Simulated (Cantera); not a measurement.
An isothermal, constant-pressure homogeneous reactor starts with NO : N₂ = 1 : 4.7 (molar parts), at 1900 K and 27.0 Torr.

Computed with Cantera and GRI-Mech 3.0 (53 species, 325 reactions). Radical loss at walls, strong at low pressure, is not modelled.

Task: Predict: x(NO) at 5.00 s; x(N₂O) at 5.00 s; x(NO₂) at 5.00 s; x(N₂) at 5.00 s; x(O) at 5.00 s; x(O₂) at 5.00 s.

Result: 
* **x(NO) at 5.00 s**: 0.163 (gas-phase equilibrium 0.00395)
* **x(N₂O) at 5.00 s**: 1.05e-5 (gas-phase equilibrium 4.57e-8)
* **x(NO₂) at 5.00 s**: 1.17e-5 (gas-phase equilibrium 9.82e-7)
* **x(N₂) at 5.00 s**: 0.831 (gas-phase equilibrium 0.910)
* **x(O) at 5.00 s**: 0.000155 (gas-phase equilibrium 0.000462)
* **x(O₂) at 5.00 s**: 0.00602 (gas-phase equilibrium 0.0855)
